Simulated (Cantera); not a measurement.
Input (Python, Cantera) and output of one run.

```python
import numpy as np
import cantera as ct

gas_names = """
    Br Br2 H HBr HNO HNO2 HNO3 HO2 H2 H2O H2O2 N NH NH2 NH3 NH2OH NO NO2 NO3 N2 N2H2 N2H4 N2O O OH O2 O3
""".split()
cond_names = """
    Br2(cr) Br2(L) H2O(s) H2O(L)
""".split()


# ... load() reads the species with a 1 bar reference pressure and builds the phases ...
atoms = {
    'HBr': {'H': 1, 'Br': 1},
    'O2': {'O': 2},
    'N2': {'N': 2},
}
top_T = {}  # K; cautious upper limits of use, not melting points


# ... equilibrate(T, P, feed) seeds the gas with the atoms and calls Mixture.equilibrate('TP', solver="vcs", rtol=1e-11, max_steps=5000) ...
results = []
feed = {'HBr': 1, 'O2': 2.1, 'N2': 0.53}  # mol
P = 440  # Pa
for T in [2698, 2773, 2848, 2923, 2998, 3073, 3148, 3223, 3298, 3373]:
    mix = equilibrate(T, P, feed)
    results.append((T, P, feed, dict(zip(mix.species_names, mix.species_moles))))
    x = sorted(zip(gas.X, gas.species_names), reverse=True)
    print(f"T = {T:g} K  P = {P:g} Pa  gas = {mix.phase_moles(0):.4g} mol")
    print("   x: " + "  ".join(f"{s} {v:.3e}" for v, s in x if v > 1e-06))
    print("   condensed (mol): " + ("  ".join(f"{mix.phase(i).name} {mix.phase_moles(i):.4g}"
          for i in range(1, mix.n_phases) if mix.phase_moles(i) > 1e-12) or "none"))
```

Output:

```
T = 2698 K  P = 440 Pa  gas = 4.941 mol
   x: O 2.690e-01  O2 2.483e-01  Br 1.995e-01  N2 1.011e-01  H 8.475e-02  OH 4.947e-02  H2O 2.270e-02  NO 1.236e-02  H2 9.938e-03  HBr 2.909e-03  N 7.670e-06  HO2 3.217e-06  Br2 1.476e-06
   condensed (mol): none
T = 2773 K  P = 440 Pa  gas = 5.225 mol
   x: O 3.309e-01  O2 2.024e-01  Br 1.893e-01  H 1.033e-01  N2 9.538e-02  OH 4.313e-02  H2O 1.293e-02  NO 1.210e-02  H2 8.495e-03  HBr 2.108e-03  N 1.332e-05  HO2 2.452e-06  Br2 1.036e-06
   condensed (mol): none
T = 2848 K  P = 440 Pa  gas = 5.515 mol
   x: O 3.920e-01  Br 1.799e-01  O2 1.582e-01  H 1.183e-01  N2 9.032e-02  OH 3.502e-02  NO 1.155e-02  H2O 6.661e-03  H2 6.600e-03  HBr 1.472e-03  N 2.248e-05  HO2 1.708e-06
   condensed (mol): none
T = 2923 K  P = 440 Pa  gas = 5.788 mol
   x: O 4.480e-01  Br 1.718e-01  H 1.291e-01  O2 1.185e-01  N2 8.617e-02  OH 2.680e-02  NO 1.077e-02  H2 4.776e-03  H2O 3.174e-03  HBr 1.007e-03  N 3.703e-05  HO2 1.099e-06
   condensed (mol): none
T = 2998 K  P = 440 Pa  gas = 6.026 mol
   x: O 4.953e-01  Br 1.653e-01  H 1.361e-01  O2 8.536e-02  N2 8.299e-02  OH 1.965e-02  NO 9.853e-03  H2 3.310e-03  H2O 1.441e-03  HBr 6.844e-04  N 5.971e-05
   condensed (mol): none
T = 3073 K  P = 440 Pa  gas = 6.219 mol
   x: O 5.324e-01  Br 1.603e-01  H 1.405e-01  N2 8.073e-02  O2 5.967e-02  OH 1.402e-02  NO 8.881e-03  H2 2.249e-03  H2O 6.396e-04  HBr 4.681e-04  N 9.445e-05
   condensed (mol): none
T = 3148 K  P = 440 Pa  gas = 6.367 mol
   x: O 5.599e-01  Br 1.567e-01  H 1.433e-01  N2 7.921e-02  O2 4.087e-02  OH 9.870e-03  NO 7.924e-03  H2 1.522e-03  HBr 3.244e-04  H2O 2.833e-04  N 1.468e-04
   condensed (mol): none
T = 3223 K  P = 440 Pa  gas = 6.474 mol
   x: O 5.793e-01  Br 1.542e-01  H 1.450e-01  N2 7.824e-02  O2 2.771e-02  NO 7.029e-03  OH 6.918e-03  H2 1.035e-03  HBr 2.283e-04  N 2.241e-04  H2O 1.268e-04
   condensed (mol): none
T = 3298 K  P = 440 Pa  gas = 6.55 mol
   x: O 5.926e-01  Br 1.525e-01  H 1.461e-01  N2 7.764e-02  O2 1.875e-02  NO 6.221e-03  OH 4.860e-03  H2 7.112e-04  N 3.364e-04  HBr 1.633e-04  H2O 5.787e-05
   condensed (mol): none
T = 3373 K  P = 440 Pa  gas = 6.602 mol
   x: O 6.017e-01  Br 1.513e-01  H 1.469e-01  N2 7.727e-02  O2 1.274e-02  NO 5.506e-03  OH 3.437e-03  N 4.966e-04  H2 4.944e-04  HBr 1.186e-04  H2O 2.703e-05
   condensed (mol): none
```

Cantera equilibrium calculation (NASA polynomials, part measured and part estimated; ideal gas, pure solids and liquids).
